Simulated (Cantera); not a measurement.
A perfectly stirred reactor is fed with 31.4 % H₂, 14.3 % O₂, 53.7 % N₂, 0.566 % H₂O, equivalence ratio 1.1, at 5.00 bar; it is adiabatic with a 700 K inlet, and is followed from long to short residence time, starting on the burning branch (τ in s: 0.03, 0.013, 0.0053, 0.0023, 0.00095, 0.0004, 0.00017, 7.2e-05, 3e-05, 1.3e-05, 5.4e-06).

Detailed kinetics in Cantera: the H2/O2 subset of GRI-Mech 3.0, which has no nitrogen chemistry. The hydrogen kinetics of GRI-Mech 3.0 are dated; newer H2 mechanisms differ, most at raised pressure.

Question: Predict: blow-out, bracketed by the residence times tried; x(H₂) at τ = 30.0 ms; x(O₂) at τ = 30.0 ms; x(H) at τ = 30.0 ms; x(O) at τ = 30.0 ms; x(OH) at τ = 30.0 ms; x(H₂) at τ = 0.400 ms; x(O₂) at τ = 0.400 ms; x(H) at τ = 0.400 ms; x(O) at τ = 0.400 ms; x(OH) at τ = 0.400 ms.

Answer: 
```json
{
 "blow_out_bracketed_by_the_residence_times_tried": "burning at 5.40 µs, the shortest tried",
 "x(H₂) at τ = 30.0 ms": "0.0397",
 "x(O₂) at τ = 30.0 ms": "0.00209",
 "x(H) at τ = 30.0 ms": "0.00442",
 "x(O) at τ = 30.0 ms": "0.000631",
 "x(OH) at τ = 30.0 ms": "0.00884",
 "x(H₂) at τ = 0.400 ms": "0.0442",
 "x(O₂) at τ = 0.400 ms": "0.00408",
 "x(H) at τ = 0.400 ms": "0.00708",
 "x(O) at τ = 0.400 ms": "0.00122",
 "x(OH) at τ = 0.400 ms": "0.0116"
}
```
